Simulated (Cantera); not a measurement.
A perfectly stirred reactor is fed with 22.7 % NH3, 77.3 % H2, at 24.0 Torr; it is held at 1800 K, and followed from long to short residence time.

Detailed kinetics in Cantera: the gas-phase N/H chemistry of the illustrative SiF4/NH3 mechanism in the Surface Chemkin manual (1991). Walls and surfaces, which speed up NH3 decomposition in real reactors, are not modelled.

Q: Predict: x(NH3) at τ = 3.70 s; x(H2) at τ = 3.70 s; x(NH2) at τ = 3.70 s; x(N) at τ = 3.70 s; x(H) at τ = 3.70 s; x(NH3) at τ = 39.0 ms; x(H2) at τ = 39.0 ms; x(NH2) at τ = 39.0 ms; x(N) at τ = 39.0 ms; x(H) at τ = 39.0 ms.

A: 
* **x(NH3) at τ = 3.70 s**: 0.157
* **x(H2) at τ = 3.70 s**: 0.814
* **x(NH2) at τ = 3.70 s**: 0.000156
* **x(N) at τ = 3.70 s**: 2.07e-7
* **x(H) at τ = 3.70 s**: 0.000303
* **x(NH3) at τ = 39.0 ms**: 0.227
* **x(H2) at τ = 39.0 ms**: 0.773
* **x(NH2) at τ = 39.0 ms**: 0.000149
* **x(N) at τ = 39.0 ms**: 8.54e-8
* **x(H) at τ = 39.0 ms**: 0.000189
